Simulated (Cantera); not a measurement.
An isothermal plug-flow reactor at 773 K and 97000 Pa (inlet), inlet velocity 0.096 m/s, active area per volume 270 1/m; feed CO : O2 : N2 : H2O = 0.0068 : 0.19 : 0.79 : 0.023 (molar parts).

Detailed kinetics in Cantera: Deutschmann's 1995 Pt surface mechanism with GRI-Mech 3.0 gas chemistry. Catalytic surfaces can have several steady states; this one follows from the mechanism file's or the stated starting coverage. Mass transfer to the wall is taken as infinitely fast.

x: gas mole fraction; θ: surface coverage.

```tsv
z (m)	x CO	x O2	x H2O	x CO2	θ free Pt	θ O*	θ OH*
0.00033	0.00536	0.188	0.0228	0.00138	0.0264	0.970	0.00295
0.00071	[?]	0.187	0.0228	[?]	0.0244	0.972	0.00284
0.0015	0.00295	0.187	0.0228	0.00380	0.0224	0.974	0.00273
0.0033	0.00141	0.186	0.0228	0.00534	0.0207	0.977	0.00262
0.0071	[?]	0.186	0.0228	0.00640	0.0198	0.978	0.00256
0.015	2.42e-5	0.185	0.0229	0.00673	0.0195	0.978	0.00255
0.033	5.51e-8	0.185	0.0229	0.00676	0.0195	0.978	0.00254
```

Question: Some entries are withheld; supply them.

Answer: 
- 0.00071, x CO: 0.00432
- 0.00071, x CO2: 0.00242
- 0.0071, x CO: 0.000359
